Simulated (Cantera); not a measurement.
Cantera run:

```python
import numpy as np
import cantera as ct

gas_names = [...]  # 113 gases of nasa_gas.yaml made of C, H, O, Ti
cond_names = """
    C(gr) C6H6(L) C7H8(L) C8H18(L),n-octa H2O(s) H2O(L) Ti(a) Ti(b) Ti(L) TiC(s) TiC(L) TiO(a) TiO(b)
    TiO(L) TiO2(ru) TiO2(L) Ti2O3(a) Ti2O3(b) Ti2O3(L) Ti3O5(a) Ti3O5(b) Ti3O5(L) Ti4O7(s) Ti4O7(L)
""".split()


# ... load() reads the species with a 1 bar reference pressure and builds the phases ...
atoms = {
    'Ti(OiPr)4': {'Ti': 1, 'C': 12, 'H': 28, 'O': 4},
    'H2O': {'H': 2, 'O': 1},
}
top_T = {'C(gr)': 4500}  # K; cautious upper limits of use, not melting points


# ... equilibrate(T, P, feed) seeds the gas with the atoms and calls Mixture.equilibrate('TP', solver="vcs", rtol=1e-11, max_steps=5000) ...
results = []
T = 1223  # K
P = 1000  # Pa
for m in [1.3, 1.8, 2.4, 3.3, 4.5, 6, 8.1, 11, 15]:
    feed = {'Ti(OiPr)4': 1, 'H2O': m}  # mol
    mix = equilibrate(T, P, feed)
    results.append((T, P, feed, dict(zip(mix.species_names, mix.species_moles))))

top = {s: max(r[3][s] / sum(r[3][g] for g in gas_names) for r in results) for s in gas_names}
cols = sorted((s for s in top if top[s] > 0.0001), key=lambda s: -top[s])[:8]
seen = [c for c in cond_names if any(r[3].get(c, 0) > 1e-12 for r in results)]
print("log10 of partial pressures in bar; condensed amounts in mol")
print(f"{'n(H2O)':>10s}" + "".join(f"{s[:9]:>10s}" for s in cols + seen))
for T, P, feed, n in results:
    ng = sum(n[g] for g in gas_names)
    print(f"{feed['H2O']:10.4g}" + "".join(f"{np.log10(max(n[s] / ng * P / 1e5, 1e-99)):10.3f}" for s in cols)
          + "".join(f"{n.get(c, 0):10.4g}" for c in seen))
```

Result:

```
log10 of partial pressures in bar; condensed amounts in mol
    n(H2O)        H2        CO       H2O       CO2     C(gr)    TiC(s)  TiO2(ru)  Ti3O5(b)
       1.3    -2.115    -2.633    -6.445    -7.128      6.76    0.6023         0    0.1326
       1.8    -2.115    -2.633    -6.445    -7.128     6.817    0.3933         0    0.2022
       2.4    -2.115    -2.633    -6.445    -7.128     6.886    0.1424         0    0.2859
       3.3    -2.122    -2.610    -6.429    -7.081     6.366         0         0    0.3333
       4.5    -2.137    -2.569    -6.403    -7.000     5.166         0         0    0.3333
         6    -2.151    -2.532    -6.380    -6.925     3.666         0         0    0.3333
       8.1    -2.168    -2.494    -6.359    -6.849     1.567         0         0    0.3333
        11    -2.184    -2.498    -3.693    -4.172         0         0         1         0
        15    -2.212    -2.577    -3.026    -3.555         0         0         1         0
```

Method: chemical equilibrium by Gibbs-energy minimisation in Cantera with the NASA 1993 tables (ideal gas, pure condensed phases). The feed counts by its element totals alone. Mutual solubility and eutectic melting of coexisting phases are not modelled. TiC: taken at fixed stoichiometry. Condensed phases not in the tables: Magnéli phases beyond Ti4O7.
